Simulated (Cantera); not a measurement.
Feed: 1 mol FeCl₃, 56 mol H₂, at 2023 K and 2.20 Pa.

Equilibrium computed with Cantera from the NASA thermochemical tables; the gas is ideal and each condensed phase is pure. Candidate condensed phases: Fe, FeCl₂, FeCl₃; 11 gas species. The numbers say what is thermodynamically allowed, not how fast it happens.

Base state: H₂ 0.623, H 0.320, HCl 0.0310, Fe 0.0143, Cl 0.0118 (mole fractions); condensed: gas only.

**Question.** What changes in the equilibrium state with this change: temperature from 2023 K to 1800 K?

**Answer.** 
```json
[
 {"species": "H₂", "before": "0.623", "after": "0.863"},
 {"species": "H", "before": "0.320", "after": "0.0709"},
 {"species": "HCl", "before": "0.0310", "after": "0.0464"},
 {"species": "Cl", "before": "0.0118", "after": "0.00292"},
 {"species": "Fe", "before": "0.0143", "after": "0.0164"},
 {"species": "FeCl₂", "before": "1.31e-6", "after": "3.51e-5"}
]
```

**Question.** What changes in the equilibrium state with this change: temperature from 2023 K to 1425 K?

**Answer.** 
| species | before | after |
|---|---|---|
| H₂ | 0.623 | 0.947 |
| HCl | 0.0310 | 0.0487 |
| FeCl₂ | 1.31e-6 | 0.00163 |
| H | 0.320 | 0.00142 |
| Cl | 0.0118 | 5.97e-5 |
| Fe | 0.0143 | 0.00127 |
| Fe(γ), mol | 0 | 0.833 |
